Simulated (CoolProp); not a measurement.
A simple Rankine cycle with m-xylene: condensing at 317.15 K, boiler at 1.19 MPa, turbine inlet 537.2 K, turbine efficiency 0.65, pump efficiency 0.8, no recuperator. Each further row changes one setting.

The numbers come from the reference Helmholtz-energy equation of state, Zhou 2012 in CoolProp.

| case | thermal efficiency (%) | net work (kJ/kg) | heat in (kJ/kg) | turbine exit temperature (K) | volume ratio over the turbine |
|---|---|---|---|---|---|
| as stated | 18.4 | (withheld) | 721 | 447.0 | (withheld) |
| turbine inlet 557.2 K | 18.2 | 140 | 766 | 468.6 | 404 |
| condensing temperature 309.15 K | (withheld) | 141 | 735 | 442.1 | 627 |
| boiler pressure 0.833 MPa | 17.6 | (withheld) | 734 | 456.7 | (withheld) |
| turbine efficiency 0.55 | (withheld) | 112 | 721 | 458.7 | 431 |

Q: What belongs in the gaps?

A: 
- as stated, net work (kJ/kg): 133
- as stated, volume ratio over the turbine: 420
- condensing temperature 309.15 K, thermal efficiency (%): 19.2
- boiler pressure 0.833 MPa, net work (kJ/kg): 129
- boiler pressure 0.833 MPa, volume ratio over the turbine: 270
- turbine efficiency 0.55, thermal efficiency (%): 15.5
